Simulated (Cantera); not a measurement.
# Thermodynamics of carbon deposition, reforming and gasification, feed C + O2 + H2

Feed: 1 mol C, 0.27 mol O2, 3.3 mol H2, equilibrated at 0.00770 bar.

Cantera equilibrium calculation (NASA polynomials, part measured and part estimated; ideal gas, pure solids and liquids). Candidate condensed phases: C, C6H6, C7H8, C8H18, H2O; 110 gas species. Equilibrium is a limit: real reactors are often held back by kinetics, nucleation or transport.

From 1200 K to 2175 K the condensed part is C(graphite). The main C-bearing gas is CO throughout.

| T (K) | x H2 | x CO | x H | x C2H2 (acetylene) | x CH4 | x H2O | x C2H | x CO2 | n C(graphite) |
|---|---|---|---|---|---|---|---|---|---|
| 1200 | 0.859 | 0.141 | 2.08e-6 | 8.82e-8 | 8.98e-5 | 2.41e-5 | <1e-12 | 2.88e-6 | 0.460 |
| 1275 | 0.859 | 0.141 | 7.79e-6 | 3.30e-7 | 5.27e-5 | 1.08e-5 | <1e-12 | 1.07e-6 | 0.460 |
| 1350 | 0.859 | 0.141 | 2.52e-5 | 1.06e-6 | 3.28e-5 | 5.33e-6 | <1e-12 | 4.44e-7 | 0.460 |
| 1425 | 0.859 | 0.141 | 7.21e-5 | 3.03e-6 | 2.14e-5 | 2.83e-6 | <1e-12 | 2.03e-7 | 0.460 |
| 1500 | 0.859 | 0.141 | 0.000186 | 7.75e-6 | 1.46e-5 | 1.60e-6 | 3.16e-12 | 1.01e-7 | 0.460 |
| 1575 | 0.859 | 0.141 | 0.000439 | 1.81e-5 | 1.03e-5 | 9.54e-7 | 2.71e-11 | 5.38e-8 | 0.460 |
| 1650 | 0.858 | 0.141 | 0.000959 | 3.92e-5 | 7.54e-6 | 5.98e-7 | 1.91e-10 | 3.05e-8 | 0.460 |
| 1725 | 0.857 | 0.140 | 0.00196 | 7.90e-5 | 5.65e-6 | 3.90e-7 | 1.13e-9 | 1.82e-8 | 0.459 |
| 1800 | 0.856 | 0.140 | 0.00377 | 0.000150 | 4.34e-6 | 2.64e-7 | 5.80e-9 | 1.13e-8 | 0.459 |
| 1875 | 0.853 | 0.140 | 0.00690 | 0.000270 | 3.39e-6 | 1.84e-7 | 2.60e-8 | 7.34e-9 | 0.458 |
| 1950 | 0.848 | 0.140 | 0.0120 | 0.000463 | 2.69e-6 | 1.31e-7 | 1.03e-7 | 4.92e-9 | 0.456 |
| 2025 | 0.840 | 0.139 | 0.0201 | 0.000760 | 2.16e-6 | 9.56e-8 | 3.70e-7 | 3.39e-9 | 0.454 |
| 2100 | 0.828 | 0.138 | 0.0323 | 0.00120 | 1.74e-6 | 7.08e-8 | 1.21e-6 | 2.39e-9 | 0.451 |
| 2175 | 0.811 | 0.137 | 0.0501 | 0.00181 | 1.41e-6 | 5.30e-8 | 3.61e-6 | 1.72e-9 | 0.446 |
x: gas mole fraction; n: condensed amount in mol.
